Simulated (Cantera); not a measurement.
An isothermal, constant-pressure homogeneous reactor starts with C₂H₆ : N₂ = 1 : 12 (molar parts), at 1625 K and 1.01 bar.

Detailed kinetics in Cantera: GRI-Mech 3.0 (53 species, 325 reactions). GRI-Mech 3.0 stops at C3 and has no aromatics, soot or wall deposition, so with more carbon than oxygen in the feed, carbon stays in small species such as C2H2 where larger ones or solid carbon would form.

One state of this run: x C₂H₆ = 0.0102; x HCN = 4.64e-7; x CH₃ = 0.00182; x CH₂ = 2.96e-6; x C₂H = 1.43e-7; x CH₄ = 0.0195; x C₂H₂ = 0.0127. x: mole fraction; the columns are a selection and need not sum to one.

Task: Which value of t (s) does it belong to?
A. 20.0
B. 0.000112
C. 0.00632
D. 1.50e-5

Result: B, 0.000112
